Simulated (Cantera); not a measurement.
Input (Python, Cantera) and output of one run.

```python
import numpy as np
import cantera as ct

gas_names = """
    C CN CO CO2 C2 CCN CNC C2N2 C2O C3 C3O2 C4 C4N2 C5 N NCO NO NO2 NO3 N2 N2O O O2 O3 Si SiC SiC2 SiN
    SiO SiO2 Si2 Si2C Si2N Si3
""".split()
cond_names = """
    C(gr) Si(cr) Si(L) SiC(b) SiO2(Lqz) SiO2(hqz) SiO2(L) Si2N2O(s) Si3N4(a)
""".split()


# ... load() reads the species with a 1 bar reference pressure and builds the phases ...
atoms = {
    'SiO2': {'Si': 1, 'O': 2},
    'C': {'C': 1},
    'N2': {'N': 2},
}
top_T = {'C(gr)': 4500, 'SiC(b)': 3050, 'Si2N2O(s)': 2100, 'Si3N4(a)': 2400}  # K; cautious upper limits of use, not melting points


# ... equilibrate(T, P, feed) seeds the gas with the atoms and calls Mixture.equilibrate('TP', solver="vcs", rtol=1e-11, max_steps=5000) ...
results = []
feed = {'SiO2': 1, 'C': 1.7, 'N2': 4}  # mol
P = 133.322  # Pa
for T in [1200, 1300, 1400, 1500, 1600, 1700, 1800, 1900, 2000, 2100, 2200, 2300, 2400, 2500]:
    mix = equilibrate(T, P, feed)
    results.append((T, P, feed, dict(zip(mix.species_names, mix.species_moles))))

top = {s: max(r[3][s] / sum(r[3][g] for g in gas_names) for r in results) for s in gas_names}
cols = sorted((s for s in top if top[s] > 1e-06), key=lambda s: -top[s])[:8]
seen = [c for c in cond_names if any(r[3].get(c, 0) > 1e-12 for r in results)]
print("log10 of partial pressures in bar; condensed amounts in mol")
print(f"{'T/K':>10s}" + "".join(f"{s[:9]:>10s}" for s in cols + seen))
for T, P, feed, n in results:
    ng = sum(n[g] for g in gas_names)
    print(f"{T:10.4g}" + "".join(f"{np.log10(max(n[s] / ng * P / 1e5, 1e-99)):10.3f}" for s in cols)
          + "".join(f"{n.get(c, 0):10.4g}" for c in seen))
```

It prints:

```
log10 of partial pressures in bar; condensed amounts in mol
       T/K        N2        CO       SiO        Si      Si2C       Si2       SiN      SiC2     C(gr)    SiC(b) Si2N2O(s)
      1200    -3.030    -3.398    -9.288   -17.128   -23.740   -26.461   -17.840   -21.291       0.2         0       0.5
      1300    -3.030    -3.398    -7.889   -14.255   -19.230   -21.757   -15.234   -17.875       0.2         0       0.5
      1400    -3.030    -3.398    -6.694   -11.797   -15.375   -17.736   -13.005   -14.954    0.2004         0    0.4996
      1500    -3.034    -3.393    -5.511    -9.820   -12.638   -14.556   -11.228   -13.168         0    0.1373    0.4254
      1600    -3.038    -3.425    -4.376    -8.196   -10.694   -11.984    -9.780   -12.193         0    0.1897    0.3205
      1700    -3.051    -3.523    -3.841    -6.962    -9.181   -10.114    -8.705   -11.138         0    0.3497         0
      1800    -3.051    -3.523    -3.842    -6.148    -8.122    -9.017    -8.028    -9.921         0    0.3483         0
      1900    -3.052    -3.521    -3.848    -5.424    -7.180    -8.044    -7.426    -8.832         0    0.3408         0
      2000    -3.057    -3.516    -3.873    -4.785    -6.347    -7.193    -6.898    -7.842         0    0.3085         0
      2100    -3.071    -3.500    -3.967    -4.249    -5.637    -6.508    -6.467    -6.908         0    0.1967         0
      2200    -3.095    -3.475    -4.179    -3.914    -5.314    -6.191    -6.235    -6.244         0         0         0
      2300    -3.098    -3.471    -4.213    -3.871    -5.985    -6.426    -6.274    -6.783         0         0         0
      2400    -3.099    -3.471    -4.221    -3.861    -6.713    -6.701    -6.339    -7.415         0         0         0
      2500    -3.099    -3.471    -4.223    -3.859    -7.411    -6.967    -6.405    -8.031         0         0         0
```

Equilibrium computed with Cantera from the NASA thermochemical tables; the gas is ideal and each condensed phase is pure. N2 is the only nitrogen source here; it is nearly inert below about 1500 K, so the nitride shown seldom forms there in practice. Mutual solubility and eutectic melting of coexisting phases are not modelled. The tables' values for SiN are old estimates; treat these amounts as uncertain.
